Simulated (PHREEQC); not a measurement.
Consider water at 25 °C with 4.9 mmol/kgw HCl, 0.12 mmol/kgw NiSO4 and 0.53 mmol/kgw MgSO4. Closed to the air; pH follows from the charge balance.

Model: ion-association model, wateq4f.dat, run in PHREEQC.

This is a speciation only: nothing precipitates in the calculation.

Q: Estimate the pH.

A: pH 2.36.

Q: In which forms is Ni present?

A: Ni+2 95 %, NiSO4 4.3 %, NiCl+ 0.8 % of the Ni.
